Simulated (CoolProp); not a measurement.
Values from CoolProp's reference Helmholtz-energy equation of state, Schmidt 1985. Above 300 K oxygen's equation is extrapolated.

Question: For oxygen, give the phase and the cp (kJ/(kg K)), cv (kJ/(kg K)) at 128 K and 0.101 MPa.

Answer: 
- 128 K and 0.101 MPa: gas; cp 0.925, cv 0.654
